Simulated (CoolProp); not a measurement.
Vapour-liquid equilibrium of carbon dioxide (1) + R123 (2) at 256.2 K; x and y are mole fractions of (1).

The numbers come from the multi-fluid Helmholtz-energy mixture model, Span 1996 and Younglove 1994; pair parameters Bell 2016 in CoolProp.

| x | bubble pressure (MPa) | y at the bubble point | dew pressure at overall composition x (MPa) | liquid density (mol/L) |
|---|---|---|---|---|
| 0.05 | 0.09248 | 0.850 | 0.01489 | 10.59 |
| 0.125 | 0.2052 | … | 0.01617 | 11.16 |
| 0.2 | 0.3180 | 0.960 | 0.01768 | 11.77 |
| 0.275 | 0.4357 | 0.972 | 0.01951 | 12.44 |
| 0.35 | 0.5623 | 0.980 | 0.02175 | … |
| 0.425 | 0.7005 | … | 0.02458 | 13.97 |
| 0.5 | 0.8525 | 0.989 | 0.02824 | … |
| 0.575 | … | 0.992 | 0.03319 | … |
| 0.65 | 1.200 | 0.994 | 0.04023 | 16.89 |
| 0.725 | 1.394 | 0.996 | 0.05106 | 18.06 |
| 0.8 | 1.597 | 0.997 | 0.06986 | 19.33 |
| 0.875 | 1.806 | 0.998 | 0.1105 | 20.72 |
| 0.95 | … | 0.999 | … | 22.17 |

**Question.** Complete the blanks.

**Answer.** 
- 0.125, y at the bubble point: 0.935
- 0.35, liquid density (mol/L): 13.17
- 0.425, y at the bubble point: 0.985
- 0.5, liquid density (mol/L): 14.85
- 0.575, bubble pressure (MPa): 1.019
- 0.575, liquid density (mol/L): 15.82
- 0.95, bubble pressure (MPa): 2.018
- 0.95, dew pressure at overall composition x (MPa): 0.2626

No azeotrope shows between x = 0.05 and 0.95.

The pair parameters rest on a limited set of measurements; away from them the model extrapolates.
